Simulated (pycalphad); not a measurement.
# Phase fractions of Sn-66.15Si (wt.%)

CALPHAD calculation (pycalphad, COST 507 light-alloy database (1999)), 1 atm. The data set is of 1999 and partly superseded. Amounts are mole fractions of atoms.

| T (K) | LIQUID | DIAMOND_A4 |
|---|---|---|
| 1670 | 1.000 | - |
| 1590 | 0.176 | 0.824 |
| 1510 | 0.131 | 0.869 |
| 1430 | 0.119 | 0.881 |
| 1350 | 0.114 | 0.886 |
| 1270 | (withheld) | (withheld) |
| 1190 | 0.110 | 0.890 |
| 1110 | 0.109 | 0.891 |
| 1030 | 0.109 | 0.891 |
| 950 | 0.108 | 0.892 |
| 870 | 0.108 | 0.892 |
| 790 | 0.108 | 0.892 |
| 710 | 0.108 | 0.892 |
| 630 | 0.108 | 0.892 |
| 550 | 0.108 | 0.892 |

Question: What belongs in the gaps?

Answer: 
- 1270, LIQUID: 0.111
- 1270, DIAMOND_A4: 0.889

DIAMOND_A4 is diamond (Si).
